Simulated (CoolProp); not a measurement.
Vapour-liquid equilibrium of carbon dioxide (1) + isobutane (2) at -22.95 °C; x and y are mole fractions of (1).

Values from CoolProp's multi-fluid Helmholtz-energy mixture model, Span 1996 and Bücker 2006; pair parameters Kunz 2012.

```tsv
x	bubble pressure (bar)	y at the bubble point	dew pressure at overall composition x (bar)	liquid density (mol/L)
0.05	2.013	0.684	0.6729	10.65
0.125	4.092	0.847	0.7311	11.02
0.2	6.060	0.899	0.8001	11.46
0.275	7.816	0.924	0.8831	11.97
0.35	9.318	0.938	0.9851	12.56
0.425	10.57	0.947	1.113	13.24
0.5	11.62	0.954	1.279	14.01
0.575	12.52	0.960	1.503	14.91
0.65	13.34	0.964	1.820	15.95
0.725	14.14	0.969	2.307	17.16
0.8	15.00	0.975	3.149	18.58
0.875	15.96	0.982	4.948	20.25
0.95	17.08	0.992	10.97	22.22
```

No azeotrope shows between x = 0.05 and 0.95.

The pair parameters rest on a limited set of measurements; away from them the model extrapolates.
